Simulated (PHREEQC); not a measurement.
Make-up at 20 °C: 0.12 mol/kgw HF, 0.048 mol/kgw NH4F and 0.13 mol/kgw HCl. Closed to the air; pH follows from the charge balance.

Equilibrium calculation in PHREEQC: ion-association model, wateq4f.dat.

```csv
quantity,before,after
pH,1.16,2.77
ionic strength (mol/kgw),0.132,0.0500
HF (mol/kgw),0.101,0.0734
H2F2 (mol/kgw),0.0324,0.0170
F- (mol/kgw),0.00149,0.0393
HF2- (mol/kgw),0.000566,0.0107
```

Task: Name the change that produced these shifts.
(A) temperature from 20 to 70 °C
(B) HF left out
(C) 0.079 mol/kgw CsI added
(D) NH4F replaced by NH4Cl at the same molality
(E) HCl left out

Result: E, HCl left out

Precipitation was switched off in this run. wateq4f.dat counts part of the HF as a dimer, H2F2, which phreeqc.dat doesn't know; its constant is uncertain.
